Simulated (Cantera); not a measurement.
# CuO + H2 + H2O (hydrogen reduction and annealing atmospheres)

A closed system holds: 1 mol CuO, 130 mol H2, 9.5 mol H2O, equilibrated at 1898.15 K.

Equilibrium computed with Cantera from the NASA thermochemical tables; the gas is ideal and each condensed phase is pure. Candidate condensed phases: Cu, CuO, Cu(OH)2, Cu2O, H2O; 12 gas species. Rates play no part.

```
P (Pa)   log p H2  log p H2O  log p H  log p Cu  log p OH  log p O  log p Cu2  log p O2  n Cu(l)
-------  --------  ---------  -------  --------  --------  -------  ---------  --------  -------
10          -4.07      -5.15    -5.14     -6.16     -7.30    -8.50     -12.07     -9.93        0
36          -3.50      -4.58    -4.86     -5.60     -7.02    -8.51     -10.94     -9.95        0
130         -2.93      -4.02    -4.57     -5.04     -6.75    -8.51      -9.82     -9.95        0
460         -2.38      -3.47    -4.30     -4.49     -6.47    -8.51      -8.72     -9.96        0
1700        -1.81      -2.90    -4.01     -3.92     -6.19    -8.51      -7.58     -9.96        0
6000        -1.26      -2.35    -3.74     -3.37     -5.91    -8.51      -6.49     -9.96        0
22000       -0.70      -1.78    -3.45     -2.81     -5.63    -8.51      -5.36     -9.96        0
77000       -0.15      -1.24    -3.18     -2.80     -5.36    -8.51      -5.34     -9.96    0.710
280000       0.41      -0.68    -2.90     -2.80     -5.08    -8.51      -5.34     -9.96    0.921
1000000      0.97      -0.12    -2.62     -2.80     -4.80    -8.51      -5.34     -9.96    0.978
```
log p: log10 of the partial pressure in bar; n: condensed amount in mol.

From 10.0 Pa to 0.220 bar nothing is condensed. From 0.770 bar to 10.0 bar the condensed part is Cu(l). The main Cu-bearing gas is Cu throughout.
